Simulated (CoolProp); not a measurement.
Sulfur hexafluoride at 436.47 K and 3.16 MPa flows at 0.26 m/s in a round tube of 12.7 mm bore and 15 µm roughness, fully developed (64/Re and Nu = 3.66 if laminar; Colebrook and Gnielinski if turbulent). Each further row changes one setting.

Model: reference Helmholtz-energy equation of state, Guder 2009, in CoolProp.

```csv
case,Reynolds number,Darcy friction factor,pressure drop (Pa/m),heat-transfer coefficient (W/(m² K)),mass flow (kg/h)
as stated,20100,0.0283,10.5,122,16.6
velocity 0.52 m/s,40200,0.0252,37.6,222,33.2
diameter 25.4 mm,40200,0.0237,4.41,104,66.4
```

Viscosity comes from a separate model (Quiñones-Cisneros 2012). Thermal conductivity comes from a separate model (Assael 2012).
